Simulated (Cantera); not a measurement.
Charge: 1 mol TEOS, 0.1 mol O2, equilibrated at 1.50 Torr.

These are equilibrium values from Cantera (NASA tables, ideal gas, pure condensed phases), not measurements of a reactor. Candidate condensed phases: C, C6H6, C7H8, C8H18, H2O, Si, SiC, SiO2; 123 gas species. The feed counts by its element totals alone. The tables hold silica as quartz up to 1696 K and as liquid above; real silica turns to tridymite and cristobalite and melts near 1996 K. Kinetics and transport are ignored.

Which condensed phases are stable at each of these points (T (°C)): 502, 552, 602, 652, 702, 752, 802, 852, 902, 952, 1002, 1052, 1102?


| T (°C) | condensed phases | Si condensed (%) |
|---|---|---|
| 502 | C(graphite) + SiO2(α-quartz) | 100.0 |
| 552 | C(graphite) + SiO2(α-quartz) | 100.0 |
| 602 | C(graphite) + SiO2(β-quartz) | 100.0 |
| 652 | C(graphite) + SiO2(β-quartz) | 100.0 |
| 702 | C(graphite) + SiO2(β-quartz) | 100.0 |
| 752 | C(graphite) + SiO2(β-quartz) | 100.0 |
| 802 | C(graphite) + SiO2(β-quartz) | 100.0 |
| 852 | C(graphite) + SiO2(β-quartz) | 100.0 |
| 902 | C(graphite) + SiO2(β-quartz) | 100.0 |
| 952 | C(graphite) + SiO2(β-quartz) | 100.0 |
| 1002 | C(graphite) + SiO2(β-quartz) | 99.9 |
| 1052 | C(graphite) + SiC(s) | 99.6 |
| 1102 | C(graphite) + SiC(s) | 99.5 |

From 502 °C to 552 °C the condensed part is C(graphite) + SiO2(α-quartz). From 602 °C to 1002 °C the condensed part is C(graphite) + SiO2(β-quartz). From 1052 °C to 1102 °C the condensed part is C(graphite) + SiC(s).
